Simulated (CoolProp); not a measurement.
CH3F (R41) along the isobar 4560 kPa: density (kg/m³) from the reference equation and from simpler models built on Tc = 44.1 °C, pc = 5906 kPa, ω = 0.200; each cubic takes its own stable root.

Computed with CoolProp (reference Helmholtz-energy equation of state, Lemmon 2006). It is a short technical equation, of lower accuracy than the large ones.

```
T (°C)    phase  reference
-------  ------  ---------
-111.05  liquid      950.4
-105.65  liquid      940.3
-100.25  liquid      930.0
-94.95   liquid      919.9
-89.55   liquid      909.4
-84.15   liquid      898.8
-78.75   liquid      887.9
-73.35   liquid      876.9
-68.05   liquid      866.0
-62.65   liquid      854.5
-57.25   liquid      842.9
-51.85   liquid      830.9
-46.55   liquid      818.9
-41.15   liquid      806.3
```

Task: How far does each simpler model (van der Waals, Redlich-Kwong, Peng-Robinson) lie from the reference over these 14 states: mean and median of the absolute difference, and the worst?

Result: 
- van der Waals: mean 46.6 %, median 46.6 %, worst -47.2 % at -111.05 °C and 4560 kPa
- Redlich-Kwong: mean 22.4 %, median 22.2 %, worst -23.1 % at -41.15 °C and 4560 kPa
- Peng-Robinson: mean 10.5 %, median 10.4 %, worst -11.2 % at -111.05 °C and 4560 kPa
